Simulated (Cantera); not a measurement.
Charge: 1 mol Si, 1.6 mol Cl2, 0.66 mol H2, at 140000 Pa.

Cantera equilibrium calculation (NASA polynomials, part measured and part estimated; ideal gas, pure solids and liquids). Candidate condensed phases: Si; 19 gas species. The tables' values for SiCl3 are old estimates; treat these amounts as uncertain. Kinetics and transport are ignored.

Question: At 900 K, list the 4 most abundant gas species with their mole fractions, and the condensed phases.

Answer: SiCl4 0.465, H2 0.396, SiHCl3 0.131, HCl 0.00400. Condensed: Si(s).
